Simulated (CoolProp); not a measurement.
Saturation properties of R22 (Tc = 369.3 K, pc = 4.990 MPa, ω = 0.221).

The numbers come from the reference Helmholtz-energy equation of state, Kamei 1995 in CoolProp.

| T (K) | p (MPa) | liquid cp (kJ/(kg K)) | liquid viscosity (µPa s) |
|---|---|---|---|
| 196.6 | 0.01323 | 1.063 | 504 |
| 202 | 0.01901 | 1.065 | 458 |
| 207.3 | 0.02654 | 1.067 | 418 |
| 212.7 | 0.03655 | 1.071 | 384 |
| 218.1 | 0.04942 | 1.075 | 353 |
| 223.5 | 0.06570 | 1.080 | 326 |
| 228.8 | 0.08558 | 1.085 | 302 |
| 234.2 | 0.1105 | 1.092 | 280 |
| 239.6 | 0.1407 | 1.099 | 260 |
| 245 | 0.1771 | 1.108 | 243 |
| 250.4 | 0.2204 | 1.117 | 226 |

It boils at 232.3 K under 1 atm.

Viscosity comes from a separate model (Bell 2016), an estimate that may be off by 10 % or more.
